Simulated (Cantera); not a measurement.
Feed: 1 mol V₂O₃, 420 mol H₂, 0.042 mol H₂O, equilibrated at 875 K and 2.60 bar.

Method: chemical equilibrium by Gibbs-energy minimisation in Cantera with the NASA 1993 tables (ideal gas, pure condensed phases). Candidate condensed phases: H₂O, V, VO, V₂O₃, V₂O₄, V₂O₅; 12 gas species. Condensed phases not in the tables: the oxides between V₂O₃ and V₂O₅ other than VO₂. Equilibrium is a limit: real reactors are often held back by kinetics, nucleation or transport.

Base state: H₂ 1.000, H₂O 1.00e-4 (mole fractions); condensed: V₂O₃(s).

Question: What changes in the equilibrium state with this change: temperature from 875 K to 1600 K?

Answer: 
```json
[
 {"species": "H₂", "before": "1.000", "after": "0.997"},
 {"species": "H₂O", "before": "1.00e-4", "after": "0.00248"},
 {"species": "H", "before": "<1e-9", "after": "3.37e-5"},
 {"species": "V₂O₃(s), mol", "before": "1.00", "after": "0"},
 {"species": "VO(s), mol", "before": "0", "after": "2.00"}
]
```
VO: taken at fixed stoichiometry.

Question: What changes in the equilibrium state with this change: temperature from 875 K to 1623 K?

Answer: 
| species | before | after |
|---|---|---|
| H₂ | 1.000 | 0.997 |
| H₂O | 1.00e-4 | 0.00248 |
| H | <1e-9 | 4.28e-5 |
| V₂O₃(s), mol | 1.00 | 0 |
| VO(s), mol | 0 | 2.00 |
VO: taken at fixed stoichiometry.
